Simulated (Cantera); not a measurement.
A closed system holds: 1 mol HgO, 5.7 mol H2, 0.18 mol N2, held at 1100 °C and 87.0 Pa.

Method: chemical equilibrium by Gibbs-energy minimisation in Cantera with the NASA 1993 tables (ideal gas, pure condensed phases). Candidate condensed phases: H2O, Hg, HgO; 25 gas species. Rates play no part.

Base state: H2 0.683, H2O 0.145, Hg 0.145, N2 0.0262, H 9.33e-5 (mole fractions); condensed: gas only.

Task: What changes in the equilibrium state with this change: HgO replaced by Pb?

Result: 
| species | before | after |
|---|---|---|
| H2 | 0.683 | 0.828 |
| Pb | 0 | 0.145 |
| N2 | 0.0262 | 0.0262 |
| Hg | 0.145 | 0 |
| H2O | 0.145 | 0 |
| H | 9.33e-5 | 0.000103 |
Further candidate phases: Pb.
